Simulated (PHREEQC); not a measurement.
Alkaline etch or developer

Make-up at 20 °C: 0.0052 mol NaOH, 0.029 mol NaAlO2 and 0.016 mol Na2CO3 per kg of water. Closed to the air; pH follows from the charge balance.

Model: ion-association model, phreeqc.dat, run in PHREEQC.

- pH = 11.80
- ionic strength = 0.0732 mol/kgw
- total alkalinity = 153 meq/kg

```csv
species,molality,activity,log γ
Na+,0.0618,0.0498,-0.095
Al(OH)4-,0.0290,0.0232,-0.098
CO3-2,0.0114,0.00487,-0.370
OH-,0.00543,0.00427,-0.104
NaCO3-,0.00436,0.00349,-0.097
HCO3-,0.000229,0.000185,-0.093
NaHCO3,5.23e-6,5.32e-6,0.007
```

This is a speciation only: nothing precipitates in the calculation. Examples of supersaturated solids here: Gibbsite (slow to form). Others may be too.
